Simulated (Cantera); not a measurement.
An isothermal, constant-pressure homogeneous reactor starts with 40.1 % CH4, 44.2 % H2O, 15.3 % H2, 0.442 % N2, at 1923 K and 13300 Pa.

Detailed kinetics in Cantera: GRI-Mech 3.0 (53 species, 325 reactions).

x: mole fraction; the columns are a selection and need not sum to one.

| t (s) | x CH4 | x H2O | x H2 | x H | x O | x C2H4 | x HO2 |
|---|---|---|---|---|---|---|---|
| 7.00e-5 | 0.394 | 0.440 | 0.156 | ? | 1.21e-8 | 0.000428 | <1e-12 |
| 0.000180 | 0.371 | 0.435 | 0.171 | ? | 5.73e-8 | 0.00536 | 3.88e-12 |
| 0.000465 | 0.270 | 0.406 | 0.261 | ? | 1.02e-7 | 0.0170 | 1.07e-11 |
| 0.00120 | 0.144 | 0.358 | 0.395 | ? | 7.30e-8 | 0.00565 | 1.18e-11 |
| 0.00309 | 0.0640 | 0.323 | 0.482 | ? | 6.63e-8 | 0.00117 | 1.25e-11 |
| 0.00795 | 0.0261 | 0.291 | 0.535 | ? | 7.42e-8 | 0.000294 | 1.41e-11 |
| 0.0205 | 0.0151 | 0.246 | 0.577 | 0.00195 | 7.57e-8 | 0.000155 | 1.14e-11 |
| 0.0528 | 0.0115 | 0.183 | 0.626 | 0.00202 | 6.25e-8 | 0.000103 | 5.94e-12 |
| 0.136 | 0.00766 | 0.117 | 0.677 | 0.00209 | 4.63e-8 | 5.75e-5 | 2.31e-12 |
| 0.351 | 0.00417 | 0.0657 | 0.717 | 0.00216 | 3.08e-8 | 2.52e-5 | <1e-12 |
| 0.904 | 0.00185 | 0.0364 | 0.740 | 0.00221 | 1.92e-8 | 8.15e-6 | <1e-12 |
| 2.33 | 0.000585 | 0.0238 | 0.750 | 0.00223 | 1.33e-8 | 1.36e-6 | <1e-12 |
| 6.00 | 3.57e-5 | 0.0209 | 0.752 | 0.00225 | 1.20e-8 | 1.62e-8 | <1e-12 |

Question: Complete the blanks.

Answer: 
- 7.00e-5, x H: 0.000127
- 0.000180, x H: 0.000334
- 0.000465, x H: 0.000745
- 0.00120, x H: 0.00108
- 0.00309, x H: 0.00139
- 0.00795, x H: 0.00174
